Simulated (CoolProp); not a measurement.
Ethylene along the isobar 6.45 MPa: fugacity coefficient from the reference equation and from simpler models built on Tc = 282.4 K, pc = 5.042 MPa, ω = 0.087; each cubic takes its own stable root.

Computed with CoolProp (reference Helmholtz-energy equation of state, Smukala 2000).

```json
[
 {"T (K)": "146.1", "phase": "liquid", "reference": "0.003939", "van der Waals": "0.03757", "Redlich-Kwong": "0.003593", "Soave-Redlich-Kwong": "0.003924", "Peng-Robinson": "0.004053"},
 {"T (K)": "184.1", "phase": "liquid", "reference": "0.04030", "van der Waals": "0.1283", "Redlich-Kwong": "0.04286", "Soave-Redlich-Kwong": "0.04063", "Peng-Robinson": "0.03992"},
 {"T (K)": "222.1", "phase": "liquid", "reference": "0.1616", "van der Waals": "0.2801", "Redlich-Kwong": "0.1740", "Soave-Redlich-Kwong": "0.1650", "Peng-Robinson": "0.1591"},
 {"T (K)": "260.1", "phase": "liquid", "reference": "0.3869", "van der Waals": "0.4712", "Redlich-Kwong": "0.4030", "Soave-Redlich-Kwong": "0.3954", "Peng-Robinson": "0.3794"},
 {"T (K)": "298", "phase": "supercritical", "reference": "0.6465", "van der Waals": "0.6578", "Redlich-Kwong": "0.6438", "Soave-Redlich-Kwong": "0.6482", "Peng-Robinson": "0.6223"},
 {"T (K)": "336", "phase": "supercritical", "reference": "0.7665", "van der Waals": "0.7598", "Redlich-Kwong": "0.7593", "Soave-Redlich-Kwong": "0.7691", "Peng-Robinson": "0.7412"},
 {"T (K)": "374", "phase": "supercritical", "reference": "0.8371", "van der Waals": "0.8205", "Redlich-Kwong": "0.8283", "Soave-Redlich-Kwong": "0.8421", "Peng-Robinson": "0.8148"},
 {"T (K)": "412", "phase": "supercritical", "reference": "0.8844", "van der Waals": "0.8627", "Redlich-Kwong": "0.8749", "Soave-Redlich-Kwong": "0.8915", "Peng-Robinson": "0.8656"},
 {"T (K)": "450", "phase": "supercritical", "reference": "0.9176", "van der Waals": "0.8935", "Redlich-Kwong": "0.9078", "Soave-Redlich-Kwong": "0.9262", "Peng-Robinson": "0.9020"}
]
```
